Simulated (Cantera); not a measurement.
Charge: 1 mol Si(CH3)4, 0.55 mol HCl, 28 mol H2, 0.11 mol C2H4, equilibrated at 1623 K and 6.30 Torr.

These are equilibrium values from Cantera (NASA tables, ideal gas, pure condensed phases), not measurements of a reactor. Candidate condensed phases: C, C6H6, C7H8, C8H18, Si, SiC; 109 gas species. Equilibrium is a limit: real reactors are often held back by kinetics, nucleation or transport.

Base state: H2 0.983, HCl 0.0158, H 0.000748, C2H2 (acetylene) 3.43e-5, CH4 1.20e-5, SiCl2 1.01e-5 (mole fractions); condensed: C(graphite) + SiC(s).

Question: What changes in the equilibrium state with this change: pressure from 6.30 Torr to 3.38 Torr?

Answer: 
```json
[
 {"species": "H2", "before": "0.983", "after": "0.983"},
 {"species": "HCl", "before": "0.0158", "after": "0.0158"},
 {"species": "H", "before": "0.000748", "after": "0.00102"},
 {"species": "SiCl2", "before": "1.01e-5", "after": "1.01e-5"},
 {"species": "CH4", "before": "1.20e-5", "after": "6.45e-6"},
 {"species": "Cl", "before": "9.45e-6", "after": "1.29e-5"},
 {"species": "C(graphite), mol", "before": "3.22", "after": "3.22"},
 {"species": "SiC(s), mol", "before": "1.000", "after": "1.000"}
]
```

Question: What changes in the equilibrium state with this change: Si(CH3)4 replaced by CH3SiCl3?

Answer: 
```
species             before     after
----------------  --------  --------
H2                   0.983     0.888
HCl                 0.0158     0.111
H                 0.000748  0.000711
SiCl2              1.01e-5  0.000547
Cl                 9.45e-6   6.97e-5
CH4                1.20e-5   9.82e-6
C2H2 (acetylene)   3.43e-5   3.09e-5
C(graphite), mol      3.22     0.235
SiC(s), mol          1.000     0.982
```
The feed counts by its element totals alone.
